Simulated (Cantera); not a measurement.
Charge: 1 mol trisilylamine, 1.2 mol N2, 0.00046 mol H2, equilibrated at 0.133 bar.

Method: chemical equilibrium by Gibbs-energy minimisation in Cantera with the NASA 1993 tables (ideal gas, pure condensed phases). Candidate condensed phases: Si, Si3N4; 18 gas species. The feed counts by its element totals alone. Mutual solubility and eutectic melting of coexisting phases are not modelled. The tables' values for SiN are old estimates; treat these amounts as uncertain. Gases not in the tables: Si2H6 and higher silanes. Rates play no part.

x: gas mole fraction; n: condensed amount in mol.

```tsv
T (K)	x H2	x N2	x H	x Si	n Si(s)	n Si3N4(s)	n Si(l)
748	1.00	<1e-12	<1e-12	<1e-12	0.450	0.850	0
848	1.00	<1e-12	5.21e-11	<1e-12	0.450	0.850	0
948	1.00	1.04e-11	1.44e-9	<1e-12	0.450	0.850	0
1048	1.00	9.56e-10	2.12e-8	<1e-12	0.450	0.850	0
1148	1.00	3.95e-8	1.96e-7	(withheld)	0.450	0.850	0
1248	1.000	8.94e-7	1.28e-6	(withheld)	0.450	0.850	0
1348	1.000	1.26e-5	6.34e-6	(withheld)	0.450	0.850	0
1448	1.000	0.000123	2.52e-5	(withheld)	0.451	0.850	0
1548	0.999	0.000887	8.43e-5	(withheld)	0.456	0.848	0
1648	0.995	0.00501	0.000243	(withheld)	0.484	0.839	0
1748	0.972	0.0275	0.000617	(withheld)	0	0.786	0.641
1848	0.857	0.142	0.00134	(withheld)	0	0.479	1.56
1948	0.723	0.274	0.00263	(withheld)	0	0	3.00
2048	0.721	0.273	0.00521	(withheld)	0	0	2.99
```

Question: What belongs in the gaps?

Answer: 
- 1148, x Si: 1.37e-12
- 1248, x Si: 5.82e-11
- 1348, x Si: 1.41e-9
- 1448, x Si: 2.19e-8
- 1548, x Si: 2.38e-7
- 1648, x Si: 1.93e-6
- 1748, x Si: 1.09e-5
- 1848, x Si: 4.71e-5
- 1948, x Si: 0.000174
- 2048, x Si: 0.000567
